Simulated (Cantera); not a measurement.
Cantera run, input and output.

```python
import numpy as np
import cantera as ct

gas = ct.Solution("gri30.yaml")
gas.TPX = 1175, 100000, {'CO': 1, 'H2': 0.52, 'CH4': 0.093, 'O2': 0.31, 'N2': 4.54}
reactor = ct.IdealGasConstPressureReactor(gas, energy="on", clone=False)
net = ct.ReactorNet([reactor])
net.rtol, net.atol = 1e-08, 1e-16
show = ['CO', 'H2', 'CH4', 'CH2', 'NO2', 'CH2O']
times = np.geomspace(3e-06, 0.1, 14)

steps = ct.SolutionArray(gas, extra=["t"])
rows = []
print(f"{'t/s':>10s}{'T/K':>9s}{'P/Pa':>11s}" + "".join(f"{s:>11s}" for s in show))
for t in times:
    while net.time < t:
        t_next = net.step()
        steps.append(gas.state, t=t_next)
    rows.append([np.interp(t, steps.t, y) for y in (steps.T, steps.P, *steps(*show).X.T)])
    print(f"{t:10.3e}{rows[-1][0]:9.1f}{rows[-1][1]:11.4g}" + "".join(f"{x:11.3e}" for x in rows[-1][2:]))
rate = np.gradient(steps.T, steps.t)
print("integrator steps:", len(steps.t))
if steps.T.max() > steps.T[0] + 200:
    print(f"time of steepest temperature rise: {steps.t[rate.argmax()]:.4e} s")
gas.TPX = 1175, 100000, {'CO': 1, 'H2': 0.52, 'CH4': 0.093, 'O2': 0.31, 'N2': 4.54}
gas.equilibrate("HP")
print(f"equilibrium (HP): T = {gas.T:.1f} K  " + "  ".join(f"{s} {gas[s].X[0]:.3e}" for s in show))
```

Output:

```
       t/s      T/K       P/Pa         CO         H2        CH4        CH2        NO2       CH2O
 3.000e-06   1175.0      1e+05  1.547e-01  8.046e-02  1.439e-02  1.220e-18  8.658e-29  7.464e-14
 6.684e-06   1175.0      1e+05  1.547e-01  8.046e-02  1.439e-02  1.242e-17  1.920e-27  7.069e-13
 1.489e-05   1175.0      1e+05  1.547e-01  8.046e-02  1.439e-02  1.362e-16  4.893e-26  7.078e-12
 3.318e-05   1175.0      1e+05  1.547e-01  8.046e-02  1.439e-02  2.162e-15  1.901e-24  7.728e-11
 7.392e-05   1175.0      1e+05  1.547e-01  8.046e-02  1.439e-02  1.254e-13  3.954e-22  1.254e-09
 1.647e-04   1175.1      1e+05  1.547e-01  8.044e-02  1.437e-02  3.271e-10  3.358e-17  3.244e-07
 3.669e-04   1204.7      1e+05  1.546e-01  7.841e-02  1.301e-02  1.341e-07  1.188e-12  1.454e-04
 8.176e-04   1611.5      1e+05  1.555e-01  4.788e-02  3.058e-04  2.691e-06  1.111e-11  1.177e-05
 1.822e-03   1760.1      1e+05  1.393e-01  5.879e-02  1.078e-11  4.033e-13  2.849e-12  3.323e-09
 4.058e-03   1778.6      1e+05  1.402e-01  5.962e-02  1.708e-11  1.633e-13  1.554e-12  3.421e-09
 9.042e-03   1784.6      1e+05  1.404e-01  5.989e-02  2.444e-11  4.910e-14  1.088e-12  3.472e-09
 2.015e-02   1786.8      1e+05  1.405e-01  5.999e-02  3.270e-11  1.414e-14  8.617e-13  3.495e-09
 4.488e-02   1787.7      1e+05  1.406e-01  6.003e-02  4.557e-11  5.205e-15  6.847e-13  3.505e-09
 1.000e-01   1788.1      1e+05  1.406e-01  6.004e-02  6.981e-11  3.566e-15  5.066e-13  3.509e-09
integrator steps: 2139
time of steepest temperature rise: 8.0447e-04 s
equilibrium (HP): T = 1788.1 K  CO 1.406e-01  H2 6.005e-02  CH4 1.410e-10  CH2 5.614e-15  NO2 8.016e-14  CH2O 3.510e-09
```

Model: GRI-Mech 3.0 (53 species, 325 reactions), integrated in Cantera.
